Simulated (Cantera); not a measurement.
**Gas-phase reforming**

An isothermal, constant-pressure homogeneous reactor starts with 58.1 % CH₄, 36.6 % CO₂, 5.34 % H₂O, at 1775 K and 0.132 atm.

Computed with Cantera and GRI-Mech 3.0 (53 species, 325 reactions).

```csv
t (s),x CH₄,x CO₂,x H₂,x C₂H,x CH₂,x HO₂,x H₂O₂
1.00e-5,0.581,0.366,5.80e-5,<1e-12,1.14e-9,<1e-12,<1e-12
4.68e-5,0.580,0.366,0.000284,<1e-12,2.63e-8,<1e-12,<1e-12
0.000219,0.577,0.365,0.00187,1.46e-11,4.48e-7,<1e-12,<1e-12
0.00102,0.529,0.357,0.0371,2.16e-8,3.06e-6,<1e-12,<1e-12
0.00478,0.286,0.283,0.254,5.18e-7,2.40e-6,<1e-12,<1e-12
0.0224,0.0895,0.146,0.367,1.10e-6,1.55e-6,1.08e-12,1.16e-12
0.105,0.0192,0.0326,0.380,1.56e-6,1.08e-6,<1e-12,3.23e-12
0.489,0.0117,0.0173,0.468,8.94e-7,4.68e-7,<1e-12,<1e-12
2.29,0.00491,0.00434,0.541,4.52e-7,1.43e-7,<1e-12,<1e-12
10.7,0.00111,0.000107,0.565,3.35e-7,2.81e-8,<1e-12,<1e-12
50.0,0.000789,7.93e-8,0.566,3.33e-7,1.98e-8,<1e-12,<1e-12
```
x: mole fraction; the columns are a selection and need not sum to one.

Equilibrium at this temperature and pressure: CH₄ 0.000789, CO₂ 7.94e-8, H₂ 0.566, C₂H 3.33e-7, CH₂ 1.98e-8, HO₂ <1e-12, H₂O₂ <1e-12 (gas phase only).
